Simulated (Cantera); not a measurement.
Input (Python, Cantera) and output of one run.

```python
import numpy as np
import cantera as ct

gas_names = """
    Electron C C+ C- CN CN+ CN- C2 C2+ C2- CCN CNC C2N2 C3 C4 C4N2 C5 N N+ N- N2 N2+ N2- Si Si+ SiC SiC2
    SiN Si2 Si2C Si2N Si3
""".split()
cond_names = """
    C(gr) Si(cr) Si(L) SiC(b) Si3N4(a)
""".split()


def load(file, names, dense=False):
    # The tables refer to 1 bar. Condensed volumes are neglected.
    table = {s.name: s for s in ct.Species.list_from_file(file)}
    out = []
    for n in names:
        d = dict(table[n].input_data)
        d["thermo"] = dict(d["thermo"], **{"reference-pressure": 1e5})
        if dense:
            d["equation-of-state"] = {"model": "constant-volume", "density": "1e6 g/cm^3"}
        out.append(ct.Species.from_dict(d))
    return out


gas = ct.Solution(thermo="ideal-gas", species=load("nasa_gas.yaml", gas_names))
cond = {s.name: ct.Solution(thermo="fixed-stoichiometry", species=[s], name=s.name)
        for s in load("nasa_condensed.yaml", cond_names, dense=True)}
atoms = {
    'SiC': {'Si': 1, 'C': 1},
    'N2': {'N': 2},
}
top_T = {'C(gr)': 4500, 'SiC(b)': 3050, 'Si3N4(a)': 2400}  # K; cautious upper limits of use, not melting points


def equilibrate(T, P, feed):
    n = {}
    for name, mol in feed.items():
        for a, k in atoms[name].items():
            n[a] = n.get(a, 0.0) + k * mol
    gas.TPX = T, P, n
    mass = sum(n.values()) * gas.mean_molecular_weight
    gas.equilibrate("TP")
    valid = [c for c in cond.values() if c.min_temp <= T <= top_T.get(c.name, c.max_temp)]
    mix = ct.Mixture([(gas, mass / gas.mean_molecular_weight)] + [(c, 0.0) for c in valid])
    mix.T, mix.P = T, P
    mix.equilibrate("TP", solver="vcs", rtol=1e-11, max_steps=5000)
    return mix


results = []
feed = {'SiC': 1, 'N2': 0.05}  # mol
P = 340  # Pa
for T in [3000, 3250, 3500, 3750, 4000, 4250, 4500, 4750, 5000]:
    mix = equilibrate(T, P, feed)
    results.append((T, P, feed, dict(zip(mix.species_names, mix.species_moles))))
    x = sorted(zip(gas.X, gas.species_names), reverse=True)
    print(f"T = {T:g} K  P = {P:g} Pa  gas = {mix.phase_moles(0):.4g} mol")
    print("   x: " + "  ".join(f"{s} {v:.3e}" for v, s in x if v > 0.0001))
    print("   condensed (mol): " + ("  ".join(f"{mix.phase(i).name} {mix.phase_moles(i):.4g}"
          for i in range(1, mix.n_phases) if mix.phase_moles(i) > 1e-12) or "none"))
```

Result:

```
T = 3000 K  P = 340 Pa  gas = 1.137 mol
   x: Si 5.360e-01  SiC2 3.301e-01  C3 5.726e-02  N2 3.901e-02  C 1.274e-02  CN 9.433e-03  C2 6.807e-03  Si2C 5.047e-03  SiC 1.714e-03  C5 7.654e-04  Si2 4.481e-04  SiN 3.332e-04  C4 1.654e-04
   condensed (mol): none
T = 3250 K  P = 340 Pa  gas = 1.304 mol
   x: Si 5.978e-01  SiC2 1.638e-01  C3 1.018e-01  C 6.112e-02  N2 2.979e-02  C2 2.376e-02  CN 1.658e-02  SiC 2.272e-03  Si2C 1.039e-03  C5 7.832e-04  C4 3.051e-04  SiN 2.564e-04  Si2 2.118e-04  N 1.827e-04  Si+ 1.048e-04
   condensed (mol): none
T = 3500 K  P = 340 Pa  gas = 1.549 mol
   x: Si 5.917e-01  C 1.855e-01  C3 8.231e-02  SiC2 5.074e-02  C2 4.342e-02  N2 2.167e-02  CN 2.041e-02  SiC 2.058e-03  N 5.594e-04  Si+ 3.158e-04  Electron 3.047e-04  C5 2.484e-04  C4 2.033e-04  SiN 1.771e-04  Si2C 1.724e-04
   condensed (mol): none
T = 3750 K  P = 340 Pa  gas = 1.834 mol
   x: Si 5.340e-01  C 3.524e-01  C2 3.852e-02  C3 2.609e-02  CN 1.822e-02  N2 1.731e-02  SiC2 8.817e-03  N 1.515e-03  SiC 1.245e-03  Si+ 7.928e-04  Electron 7.835e-04  SiN 1.202e-04
   condensed (mol): none
T = 4000 K  P = 340 Pa  gas = 1.99 mol
   x: Si 4.989e-01  C 4.412e-01  C2 1.768e-02  N2 1.670e-02  CN 1.279e-02  N 3.934e-03  C3 3.471e-03  Si+ 1.812e-03  Electron 1.807e-03  SiC2 9.953e-04  SiC 5.845e-04
   condensed (mol): none
T = 4250 K  P = 340 Pa  gas = 2.043 mol
   x: Si 4.853e-01  C 4.665e-01  N2 1.588e-02  N 9.054e-03  CN 8.059e-03  C2 6.682e-03  Si+ 3.847e-03  Electron 3.845e-03  C3 3.812e-04  SiC 2.680e-04  SiC2 1.130e-04
   condensed (mol): none
T = 4500 K  P = 340 Pa  gas = 2.073 mol
   x: Si 4.746e-01  C 4.721e-01  N 1.755e-02  N2 1.293e-02  Electron 7.555e-03  Si+ 7.554e-03  CN 4.757e-03  C2 2.608e-03  SiC 1.292e-04
   condensed (mol): none
T = 4750 K  P = 340 Pa  gas = 2.103 mol
   x: C 4.706e-01  Si 4.615e-01  N 2.809e-02  Electron 1.381e-02  Si+ 1.380e-02  N2 8.407e-03  CN 2.591e-03  C2 1.092e-03
   condensed (mol): none
T = 5000 K  P = 340 Pa  gas = 2.138 mol
   x: C 4.655e-01  Si 4.441e-01  N 3.700e-02  Electron 2.368e-02  Si+ 2.366e-02  N2 4.235e-03  CN 1.283e-03  C2 4.911e-04
   condensed (mol): none
```

These are equilibrium values from Cantera (NASA tables, ideal gas, pure condensed phases), not measurements of a reactor. The tables' values for SiN are old estimates; treat these amounts as uncertain.
